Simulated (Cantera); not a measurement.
Source: NASA polynomial tables (part measured, part estimated), evaluated in Cantera. Values are per mole of reaction as written; species without (g) are pure solids or liquids, kept so even where they would boil at 1 bar.

H2S(g) + Ni = NiS + H2(g)

```tsv
T (K)	ΔH° (kJ)	ΔS° (J/K)	ΔG° (kJ)	log10 K	condensed phases
600	-63.0	-41.6	-38.0	3.31	Ni(s), NiS(s)
700	(withheld)	(withheld)	(withheld)	(withheld)	Ni(s), NiS(s)
800	-54.3	-28.5	-31.4	2.05	Ni(s), NiS(s)
900	(withheld)	(withheld)	(withheld)	(withheld)	Ni(s), NiS(s)
1000	-51.4	-25.3	-26.0	1.36	Ni(s), NiS(s)
1100	-49.8	-23.8	-23.6	1.12	Ni(s), NiS(s)
1200	(withheld)	(withheld)	(withheld)	(withheld)	Ni(s), NiS(s)
1300	-15.8	3.5	-20.4	0.82	Ni(s), NiS(l)
1400	(withheld)	(withheld)	(withheld)	(withheld)	Ni(s), NiS(l)
1500	-11.2	6.8	-21.4	0.75	Ni(s), NiS(l)
```

Problem. What belongs in the gaps?

Solution. 
- 700, ΔH° (kJ): -55.6
- 700, ΔS° (J/K): -30.3
- 700, ΔG° (kJ): -34.4
- 700, log10 K: 2.56
- 900, ΔH° (kJ): -52.9
- 900, ΔS° (J/K): -26.9
- 900, ΔG° (kJ): -28.7
- 900, log10 K: 1.66
- 1200, ΔH° (kJ): -48.0
- 1200, ΔS° (J/K): -22.3
- 1200, ΔG° (kJ): -21.3
- 1200, log10 K: 0.93
- 1400, ΔH° (kJ): -13.4
- 1400, ΔS° (J/K): 5.3
- 1400, ΔG° (kJ): -20.8
- 1400, log10 K: 0.78
